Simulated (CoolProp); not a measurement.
CH2F2 (R32) at 293.15 K and 3.27 MPa flows at 5.2 m/s in a round tube of 4.6 mm bore and 1.5 µm roughness, fully developed (64/Re and Nu = 3.66 if laminar; Colebrook and Gnielinski if turbulent). Each further row changes one setting.

The numbers come from the reference Helmholtz-energy equation of state, Tillner-Roth 1997 in CoolProp.

```tsv
case	Reynolds number	Darcy friction factor	pressure drop (Pa/m)	heat-transfer coefficient (W/(m² K))	mass flow (kg/h)
as stated	193000	0.0179	(withheld)	17300	(withheld)
velocity 10.4 m/s	386000	0.0168	196000	32600	617
diameter 9.2 mm	386000	0.0155	22600	(withheld)	(withheld)
```

Task: What belongs in the gaps?

Result: 
- as stated, pressure drop (Pa/m): 52300
- as stated, mass flow (kg/h): 308
- diameter 9.2 mm, heat-transfer coefficient (W/(m² K)): 15200
- diameter 9.2 mm, mass flow (kg/h): 1230

Viscosity comes from a separate model (Bell 2016), an estimate that may be off by 10 % or more. Thermal conductivity comes from a separate model (Huber 2003), an estimate that may be off by 10 % or more.
